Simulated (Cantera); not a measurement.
A closed system holds: 1 mol Cu, 0.85 mol CO, 110 mol N2, at 1525 °C.

Cantera equilibrium calculation (NASA polynomials, part measured and part estimated; ideal gas, pure solids and liquids). Candidate condensed phases: C, Cu, CuO, Cu2O; 27 gas species. Kinetics and transport are ignored.

Problem. What share of the Cu ends up in condensed phases as a function of P (Pa), at 10, 82, 670, 5500, 45000, 370000, 3000000?

Solution. 
```tsv
P (Pa)	Cu condensed (%)	as
10	0.0	-
82	0.0	-
670	0.0	-
5500	0.0	-
45000	86.9	Cu(l)
370000	98.4	Cu(l)
3000000	99.8	Cu(l)
```
